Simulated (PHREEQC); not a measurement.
Solution (15 °C and 500 atm): 7.4e-05 mol/kgw HNO3. Closed to the air; pH follows from the charge balance.

The numbers come from PHREEQC with the ion-association model, phreeqc.dat.

Precipitation was switched off in this run.

Problem. What pH does the model give?

Solution. pH 4.13.

Under pressure, the constants of complexes without a molar volume in the database are unreliable.
